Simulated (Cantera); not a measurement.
Adiabatic ignition

An adiabatic, constant-pressure homogeneous reactor starts with C₂H₄ : O₂ : N₂ : H₂O = 1 : 10 : 37.6 : 1.5 (molar parts), equivalence ratio 0.30, at 1375 K and 3980 Torr.

Cantera simulation using GRI-Mech 3.0 (53 species, 325 reactions); the numbers are that mechanism's predictions, not measurements. GRI-Mech 3.0 was tuned for natural gas; its chemistry of ethylene as a main component is partial and can be far from experiment.

```
t (s)     T (K)  x C₂H₄   x O₂   x H₂O      x H₂  x CH₂CO     x HCN
--------  -----  ------  -----  ------  --------  -------  --------
3.00e-6    1375  0.0200  0.200  0.0299   1.04e-7  5.83e-9    <1e-12
1.33e-5    1375  0.0200  0.200  0.0299   8.83e-7  1.56e-6    <1e-12
5.91e-5    1995  <1e-12  0.140  0.0665  0.000528   <1e-12  4.95e-12
0.000262   2071  <1e-12  0.139  0.0690   4.18e-5   <1e-12    <1e-12
0.00116    2071  <1e-12  0.139  0.0691   3.93e-5   <1e-12    <1e-12
0.00516    2071  <1e-12  0.139  0.0691   3.93e-5   <1e-12    <1e-12
0.0229     2071  <1e-12  0.139  0.0691   3.92e-5   <1e-12    <1e-12
0.102      2069  <1e-12  0.139  0.0691   3.87e-5   <1e-12    <1e-12
0.451      2062  <1e-12  0.137  0.0691   3.71e-5   <1e-12    <1e-12
2.00       2056  <1e-12  0.136  0.0691   3.57e-5   <1e-12    <1e-12
```
x: mole fraction; the columns are a selection and need not sum to one.

```yaml
time_of_steepest_temperature_rise: 32.8 µs
temperature at 2.00 s: 2056 K
equilibrium_temperature: 2056 K
x(C₂H₄) at 2.00 s: <1e-12 (gas-phase equilibrium <1e-12)
x(O₂) at 2.00 s: 0.136 (gas-phase equilibrium 0.136)
x(H₂O) at 2.00 s: 0.0691 (gas-phase equilibrium 0.0691)
```
